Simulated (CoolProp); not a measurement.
Vapour-liquid equilibrium of propane (1) + dimethyl ether (2) at 0.108 MPa; x and y are mole fractions of (1).

The numbers come from the multi-fluid Helmholtz-energy mixture model, Lemmon 2009 and Wu 2011; pair parameters Bell 2016 in CoolProp.

```
x     bubble temperature (K)  y at the bubble point  dew temperature at overall composition x (K)  liquid density (mol/L)
----  ----------------------  ---------------------  --------------------------------------------  ----------------------
0.05                   246.8                  0.162                                         248.9                   15.79
0.2                    240.8                  0.443                                         246.0                       …
0.35                   237.5                  0.587                                         242.9                   14.91
0.5                    235.5                      …                                         239.5                   14.45
0.65                   234.1                  0.762                                         236.1                   14.02
0.8                    233.1                      …                                         233.6                       …
0.95                   232.5                  0.954                                         232.6                   13.25
```

Problem. Some entries are withheld; supply them.

Solution. 
- 0.2, liquid density (mol/L): 15.37
- 0.5, y at the bubble point: 0.682
- 0.8, y at the bubble point: 0.846
- 0.8, liquid density (mol/L): 13.62

No azeotrope shows between x = 0.05 and 0.95.

Pair parameters are fitted to limited data, so mixtures are less certain than the pure fluids.
